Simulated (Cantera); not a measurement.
A perfectly stirred reactor is fed with NH₃ : N₂ = 1 : 0.26 (molar parts), at 0.553 atm; it is held at 1300 K, and followed from long to short residence time.

Detailed kinetics in Cantera: the gas-phase N/H chemistry of the illustrative SiF4/NH3 mechanism in the Surface Chemkin manual (1991). Walls and surfaces, which speed up NH3 decomposition in real reactors, are not modelled.

Q: What does this change do: temperature 1300 to 1575 K?

A: 
```
quantity                  before    after
----------------------  --------  -------
x(NH₃) at τ = 2.70 s       0.792    0.655
x(N₂H₂) at τ = 2.70 s    8.64e-8  3.94e-7
x(N₂) at τ = 2.70 s        0.207    0.229
x(NH) at τ = 2.70 s      3.94e-9  2.26e-7
x(H) at τ = 2.70 s       4.80e-9  5.27e-6
x(NH₃) at τ = 28.0 ms      0.794    0.792
x(N₂H₂) at τ = 28.0 ms   7.18e-9  5.26e-7
x(N₂) at τ = 28.0 ms       0.206    0.207
x(NH) at τ = 28.0 ms    3.86e-10  1.54e-7
x(H) at τ = 28.0 ms     3.95e-11  7.35e-8
```
